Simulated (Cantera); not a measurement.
Input: 1 mol Si₃N₄, 0.75 mol H₂, equilibrated at 1900 °C and 2.20 bar.

Method: chemical equilibrium by Gibbs-energy minimisation in Cantera with the NASA 1993 tables (ideal gas, pure condensed phases). Candidate condensed phases: Si, Si₃N₄; 18 gas species. Mutual solubility and eutectic melting of coexisting phases are not modelled. The tables' values for SiN are old estimates; treat these amounts as uncertain. Gases not in the tables: Si₂H₆ and higher silanes. Kinetics and transport are ignored.

Base state: N₂ 0.600, H₂ 0.398, H 0.00205, Si 0.000129, SiH₂ 0.000104, SiH 5.61e-5, Si₂N 2.97e-5, SiN 2.63e-5 (mole fractions); condensed: Si(l) + Si₃N₄(s).

Task: What changes in the equilibrium state with this change: temperature from 1900 °C to 1625 °C?

Result: 
```json
[
 {"species": "H₂", "before": "0.398", "after": "0.981"},
 {"species": "N₂", "before": "0.600", "after": "0.0182"},
 {"species": "H", "before": "0.00205", "after": "0.000523"},
 {"species": "SiH₂", "before": "0.000104", "after": "5.65e-5"},
 {"species": "SiN", "before": "2.63e-5", "after": "3.77e-7"},
 {"species": "Si₂N", "before": "2.97e-5", "after": "5.46e-7"},
 {"species": "Si(l), mol", "before": "1.69", "after": "0.0208"},
 {"species": "Si₃N₄(s), mol", "before": "0.436", "after": "0.993"}
]
```
